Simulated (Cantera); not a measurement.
Premixed flame

A freely propagating, adiabatic, planar premixed flame of CH₄ : C₂H₆ : C₃H₈ : O₂ : N₂ = 1 : 0.31 : 0.5 : 4.3 : 16.2 (molar parts), equivalence ratio 1.3, unburnt at 575 K and 0.260 bar; unity-Lewis-number transport, grid criteria slope 0.08 and curve 0.16, no radiation.

Detailed kinetics in Cantera: GRI-Mech 3.0 (53 species, 325 reactions). GRI-Mech 3.0 was tuned for natural gas; its chemistry of propane as a main component is partial and can be far from experiment. Unity Lewis numbers drop preferential diffusion, which matters most where H2 and H carry the flame. Burning velocities carry a grid error of a few per cent, more on coarse grids.

```tsv
z (mm)	T (K)	u (m/s)	x CH₄	x C₂H₆	x C₃H₈	x HO₂	x CH₂CO	x H₂O
-4.04	575	0.875	0.0448	0.0139	0.0224	9.92e-8	1.89e-7	2.95e-5
-2.69	579	0.880	0.0447	0.0139	0.0223	1.22e-6	2.34e-6	0.000367
-2.02	593	0.902	0.0443	0.0137	0.0220	5.61e-6	1.14e-5	0.00178
-1.35	681	1.04	0.0415	0.0128	0.0201	2.60e-5	6.99e-5	0.0109
-0.673	1099	1.74	0.0279	0.00795	0.0107	6.46e-5	0.000365	0.0557
-0.337	1489	2.44	0.0146	0.00287	0.00288	0.000110	0.000589	0.0980
0	1851	3.12	0.00282	0.000103	4.63e-5	3.09e-5	0.000287	0.135
0.337	1983	3.35	0.000144	1.88e-7	1.89e-8	1.91e-6	2.64e-5	0.147
0.673	2007	3.40	4.44e-6	<1e-8	<1e-8	6.77e-7	1.17e-6	0.147
1.35	2027	3.42	<1e-8	<1e-8	<1e-8	5.24e-7	<1e-8	0.146
2.69	2053	3.46	<1e-8	<1e-8	<1e-8	4.56e-7	<1e-8	0.147
5.39	2090	3.51	<1e-8	<1e-8	<1e-8	3.78e-7	<1e-8	0.150
10.8	2138	3.58	<1e-8	<1e-8	<1e-8	2.84e-7	<1e-8	0.154
```
x: mole fraction of selected species; z is measured from the peak of heat release.

- laminar burning velocity = 87.4 cm/s
- thermal thickness = 1.35 mm
- peak x(HO₂) = 0.000111
- peak x(CH₂CO) = 0.000593
- grid points = 141
